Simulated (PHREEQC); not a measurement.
**Spent oxide etchant (model solution)**

A solution holds 0.072 mol NH4HF2, 0.0078 mol (NH4)2SiF6, 0.00021 mol HBF4 and 0.0012 mol H2SO4 per kg of water, at 25 °C. Closed to the air; pH follows from the charge balance.

Model: ion-association model, phreeqc.dat, run in PHREEQC.

```json
{
  "pH": "3.03",
  "ionic_strength": "0.0970 mol/kgw",
  "density": "1.000 g/cm³",
  "total_alkalinity": "-106 meq/kg"
}
```

```
species    molality  activity   log γ
---------  --------  --------  ------
NH4+         0.0873    0.0652  -0.127
HF           0.0602    0.0616   0.010
F-           0.0573    0.0438  -0.117
HF2-         0.0132    0.0103  -0.106
SiF6-2      0.00780   0.00296  -0.420
H+          0.00113  0.000937  -0.083
SO4-2      0.000829  0.000312  -0.424
NH4SO4-    0.000335  0.000262  -0.106
BF4-       0.000209  0.000163  -0.106
HSO4-       3.63e-5   2.84e-5  -0.106
BF3OH-      1.24e-6   9.73e-7  -0.106
NH3         3.88e-8   3.96e-8   0.010
BF2(OH)2-   2.75e-8   2.15e-8  -0.106
```

This is a speciation only: nothing precipitates in the calculation. Complexes and solids missing from the database can't appear. SiF6-2 is the database's only silicon fluoride. Real BF4- forms and hydrolyses slowly; the run takes it at equilibrium.
